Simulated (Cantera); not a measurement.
A closed system holds: 1 mol SiHCl3, 0.84 mol C2H4, a varied amount of H2, equilibrated at 2373 K and 72.0 Torr.

Cantera equilibrium calculation (NASA polynomials, part measured and part estimated; ideal gas, pure solids and liquids). Candidate condensed phases: C, C6H6, C7H8, C8H18, Si, SiC; 109 gas species. The tables' values for SiCl are old estimates; treat these amounts as uncertain. Gases not in the tables: Si2H6 and higher silanes. The numbers say what is thermodynamically allowed, not how fast it happens.

log p: log10 of the partial pressure in bar; n: condensed amount in mol.

```tsv
n(H2) (mol)	log p H2	log p HCl	log p H	log p C2H2 (acetylene)	n C(graphite)	n SiC(s)
28	-1.08	-2.09	-2.40	-3.29	0.537	0.748
34	-1.08	-2.17	-2.39	-3.29	0.473	0.731
40	-1.07	-2.23	-2.39	-3.28	0.413	0.710
48	-1.07	-2.30	-2.39	-3.28	0.335	0.679
57	-1.06	-2.36	-2.39	-3.27	0.251	0.641
68	-1.06	-2.43	-2.39	-3.27	0.150	[?]
80	-1.06	-2.50	-2.38	-3.27	0.0420	[?]
95	-1.06	-2.57	-2.38	-3.30	0	[?]
110	-1.05	-2.63	-2.38	-3.33	0	[?]
130	-1.05	-2.70	-2.38	-3.36	0	[?]
160	-1.05	-2.79	-2.38	-3.40	0	[?]
```

Question: What belongs in the gaps?

Answer: 
- 68, n SiC(s): 0.593
- 80, n SiC(s): 0.538
- 95, n SiC(s): 0.454
- 110, n SiC(s): 0.361
- 130, n SiC(s): 0.235
- 160, n SiC(s): 0.0407
